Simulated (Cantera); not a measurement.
**Counterflow diffusion flame**

A counterflow diffusion flame at 900 Torr, nozzles 20 mm apart: fuel side 100 % H₂ at 500 K, oxidiser side 22.0 % O₂, 78.0 % N₂ at 350 K, fuel mass flux 0.23 times the oxidiser's; mixture-averaged transport, no radiation.

Detailed kinetics in Cantera: the H2/O2 subset of GRI-Mech 3.0, which has no nitrogen chemistry. The maximum strain rate includes the flame's own expansion and is several times the mean.

| oxidiser flux (kg/m²/s) | max strain (1/s) | mean strain (1/s) | T max (K) | peak x OH | peak x H | peak x H₂O | peak x HO₂ |
|---|---|---|---|---|---|---|---|
| 0.72 | 766 | 173 | 2512 | 0.0208 | 0.0153 | 0.289 | 5.31e-5 |
| 1.1 | 1130 | 264 | 2465 | 0.0211 | 0.0174 | 0.286 | 7.18e-5 |
| 1.6 | 1620 | 383 | 2424 | 0.0216 | 0.0199 | 0.282 | 9.04e-5 |
| 2.3 | 2290 | 551 | 2370 | 0.0217 | 0.0224 | 0.280 | 0.000111 |
| 3.4 | 3340 | 815 | 2303 | 0.0214 | 0.0254 | 0.277 | 0.000135 |
| 4.9 | 4790 | 1170 | 2243 | 0.0212 | 0.0288 | 0.273 | 0.000161 |
| 7.3 | 7080 | 1750 | 2176 | 0.0208 | 0.0328 | 0.270 | 0.000192 |
| 11 | 10600 | 2640 | 2096 | 0.0200 | 0.0369 | 0.266 | 0.000227 |
x: mole fraction; the columns are a selection and need not sum to one.
